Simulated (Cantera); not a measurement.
An adiabatic, constant-volume homogeneous reactor starts with CH₄ : O₂ : N₂ = 1 : 0.952 : 3.58 (molar parts), at 1650 K and 975 Torr. Integrator tolerance rtol = 1e-08.

Computed with Cantera and GRI-Mech 3.0 (53 species, 325 reactions).

```json
[
 {"quantity": "time of steepest temperature rise", "before": "0.295 ms", "after": "0.357 s"},
 {"quantity": "temperature at 0.400 s", "before": "2804 K", "after": "2415 K"},
 {"quantity": "equilibrium temperature", "before": "2804 K", "after": "2415 K"},
 {"quantity": "x(CH₄) at 0.400 s", "before": "4.38e-11 (gas-phase equilibrium 4.91e-11)", "after": "3.63e-10 (gas-phase equilibrium 4.11e-10)"},
 {"quantity": "x(O₂) at 0.400 s", "before": "8.79e-5 (gas-phase equilibrium 8.79e-5)", "after": "1.99e-6 (gas-phase equilibrium 1.99e-6)"},
 {"quantity": "x(HCN) at 0.400 s", "before": "3.31e-7 (gas-phase equilibrium 3.31e-7)", "after": "4.64e-7 (gas-phase equilibrium 4.63e-7)"},
 {"quantity": "x(CH₂) at 0.400 s", "before": "2.06e-11 (gas-phase equilibrium 2.21e-11)", "after": "4.99e-12 (gas-phase equilibrium 5.57e-12)"},
 {"quantity": "x(H₂) at 0.400 s", "before": "0.170 (gas-phase equilibrium 0.170)", "after": "0.180 (gas-phase equilibrium 0.180)"},
 {"quantity": "x(OH) at 0.400 s", "before": "0.00409 (gas-phase equilibrium 0.00409)", "after": "0.000493 (gas-phase equilibrium 0.000493)"}
]
```

**Question.** What was changed between the two runs?
A. pressure from 975 Torr to 548 Torr
B. initial temperature 1650 to 1073 K
C. pressure from 975 Torr to 750 Torr
D. pressure from 975 Torr to 518 Torr

**Answer.** B, initial temperature 1650 to 1073 K
